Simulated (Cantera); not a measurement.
Charge: 1 mol CH3Cl, 0.15 mol HCl, at 3175 K and 7.90e-5 bar.

These are equilibrium values from Cantera (NASA tables, ideal gas, pure condensed phases), not measurements of a reactor. Candidate condensed phases: C, C6H6, C7H8, C8H18; 91 gas species. The numbers say what is thermodynamically allowed, not how fast it happens.

Base state: H 0.602, Cl 0.220, C 0.167, C2 0.00701, C3 0.00359, H2 0.000416, HCl 0.000225, C2H 3.82e-5 (mole fractions); condensed: gas only.

### Question
What changes in the equilibrium state with this change: pressure from 7.90e-5 bar to 0.100 bar?

### Answer
```
species             before     after
----------------  --------  --------
H                    0.602     0.376
H2                0.000416     0.205
Cl                   0.220     0.202
C                    0.167   0.00244
C2H2 (acetylene)   1.21e-7    0.0206
HCl               0.000225     0.163
C3                 0.00359    0.0181
C4H2                 <1e-9  0.000864
C2HCl              1.78e-9  0.000443
C(graphite), mol         0     0.603
```
The tables' values for CCl are old estimates; treat these amounts as uncertain.
